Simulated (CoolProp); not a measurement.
Vapour-liquid equilibrium of propane (1) + isohexane (2) at 279.2 K; x and y are mole fractions of (1).

Computed with CoolProp (multi-fluid Helmholtz-energy mixture model, Lemmon 2009 and Lemmon 2006; pair parameters Bell 2016).

Task: Give the bubble pressure and the first vapour's composition at x = 0.05, 0.875, 0.95. Is there an azeotrope?

Result: x = 0.05: 0.3971 bar, y = 0.705; x = 0.875: 4.920 bar, y = 0.995; x = 0.95: 5.370 bar, y = 0.998. No azeotrope shows between x = 0.05 and 0.95.

Pair parameters are fitted to limited data, so mixtures are less certain than the pure fluids.
